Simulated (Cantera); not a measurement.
Input: 1 mol CuO, 2.7 mol CH4, 6.8 mol H2, 15 mol CO, equilibrated at 1.80 bar.

Method: chemical equilibrium by Gibbs-energy minimisation in Cantera with the NASA 1993 tables (ideal gas, pure condensed phases). Candidate condensed phases: C, C6H6, C7H8, C8H18, Cu, CuO, Cu(OH)2, Cu2O, H2O; 113 gas species. Equilibrium is a limit: real reactors are often held back by kinetics, nucleation or transport. All values below are at 775 °C.

Base state: CO 0.440, H2 0.405, CO2 0.0774, H2O 0.0600, CH4 0.0172 (mole fractions); condensed: C(graphite) + Cu(s).

### Question
What changes in the equilibrium state with this change: CuO replaced by PbO?

### Answer
```json
[
 {"species": "CO", "before": "0.440", "after": "0.440"},
 {"species": "H2", "before": "0.405", "after": "0.405"},
 {"species": "CO2", "before": "0.0774", "after": "0.0774"},
 {"species": "Pb", "before": "0", "after": "2.48e-5"},
 {"species": "CH4", "before": "0.0172", "after": "0.0172"},
 {"species": "H2O", "before": "0.0600", "after": "0.0600"},
 {"species": "C(graphite), mol", "before": "4.64", "after": "4.64"},
 {"species": "Cu(s), mol", "before": "1.00", "after": "0"},
 {"species": "Pb(l), mol", "before": "0", "after": "0.999"}
]
```
Further candidate phases: Pb, PbO, PbO2, Pb3O4.
